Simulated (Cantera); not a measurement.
Input (Python, Cantera):

```python
import numpy as np
import cantera as ct

surf = ct.Interface("diamond.yaml", "diamond_100")
gas, bulk = surf.adjacent["gas"], surf.adjacent["diamond"]
k = surf.kinetics_species_index(bulk.species_names[0])
cover = ["c6HH", "c6H*", "c6*H", "c6**", "c6HM", "c6B"]

rows, drift = [], 0.0
print(f"{'P':>10s}{'um/h':>11s}" + "".join(f"{s:>11s}" for s in cover))
for v in [1000, 1700, 2800, 4700, 7800, 13000, 21000, 36000]:
    T, P, xH, xCH3 = 1025, v, 0.0027, 1.5e-05
    gas.TPX = T, P, {"H": xH, "CH3": xCH3, "CH4": 0.023, "H2": 1 - xH - xCH3 - 0.023}
    surf.TP = bulk.TP = T, P
    surf.coverages = "c6H*:0.1, c6HH:0.9"
    surf.advance_coverages(100.0)
    before = surf.coverages
    surf.advance_coverages(100.0)
    drift = max(drift, np.max(np.abs(surf.coverages - before) / (surf.coverages + 1e-9)))
    rate = surf.net_production_rates[k] * bulk.mean_molecular_weight / bulk.density * 3.6e9
    rows.append([rate, *surf[cover].coverages])
    print(f"{v:10.4g}{rate:11.4e}" + "".join(f"{x:11.3e}" for x in rows[-1][1:]))
```

Output:

```
         P       um/h       c6HH       c6H*       c6*H       c6**       c6HM        c6B
      1000 5.4209e-02  5.746e-01  2.048e-02  3.914e-01  1.123e-02  1.643e-03  1.471e-10
      1700 1.0909e-01  5.744e-01  2.047e-02  3.912e-01  1.123e-02  1.958e-03  2.960e-10
      2800 2.0059e-01  5.742e-01  2.047e-02  3.910e-01  1.123e-02  2.195e-03  5.443e-10
      4700 3.6331e-01  5.740e-01  2.048e-02  3.909e-01  1.122e-02  2.374e-03  9.859e-10
      7800 6.3235e-01  5.739e-01  2.049e-02  3.908e-01  1.123e-02  2.493e-03  1.716e-09
   1.3e+04 1.0862e+00  5.739e-01  2.052e-02  3.908e-01  1.123e-02  2.572e-03  2.948e-09
   2.1e+04 1.7863e+00  5.738e-01  2.056e-02  3.907e-01  1.123e-02  2.619e-03  4.847e-09
   3.6e+04 3.1012e+00  5.738e-01  2.065e-02  3.906e-01  1.125e-02  2.653e-03  8.415e-09
```

Computed with Cantera and the Harris–Goodwin 1993 mechanism for the reconstructed diamond (100) surface.
